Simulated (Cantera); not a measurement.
An isothermal, constant-pressure homogeneous reactor starts with CH4 : CO2 = 1 : 1.7 (molar parts), at 1548 K and 10.0 bar.

Computed with Cantera and GRI-Mech 3.0 (53 species, 325 reactions).

x: mole fraction; the columns are a selection and need not sum to one.

| t (s) | x CH4 | x CO2 | x HCO | x C2H4 | x CO | x CH3 | x H2O2 |
|---|---|---|---|---|---|---|---|
| 0.000100 | 0.370 | 0.630 | 2.52e-11 | 2.47e-5 | 7.18e-6 | 8.96e-5 | <1e-12 |
| 0.000562 | 0.367 | 0.629 | 1.98e-10 | 0.000440 | 6.93e-5 | 0.000130 | <1e-12 |
| 0.00316 | 0.347 | 0.622 | 3.96e-10 | 0.00562 | 0.00149 | 0.000153 | <1e-12 |
| 0.0178 | 0.266 | 0.559 | 8.59e-10 | 0.00927 | 0.0281 | 0.000102 | <1e-12 |
| 0.100 | 0.108 | 0.326 | [?] | 0.0147 | 0.193 | 5.45e-5 | <1e-12 |
| 0.562 | 0.0624 | 0.190 | [?] | 0.0134 | 0.342 | 3.41e-5 | <1e-12 |
| 3.16 | 0.0562 | 0.116 | [?] | 0.00467 | 0.455 | 2.43e-5 | <1e-12 |
| 17.8 | 0.0225 | 0.0700 | [?] | 0.000400 | 0.507 | 8.30e-6 | <1e-12 |
| 100 | 0.00144 | 0.0547 | [?] | 1.28e-6 | 0.520 | 5.00e-7 | <1e-12 |

Question: Complete the blanks.

Answer: 
- 0.100, x HCO: 6.66e-9
- 0.562, x HCO: 1.66e-8
- 3.16, x HCO: 2.72e-8
- 17.8, x HCO: 3.56e-8
- 100, x HCO: 3.90e-8
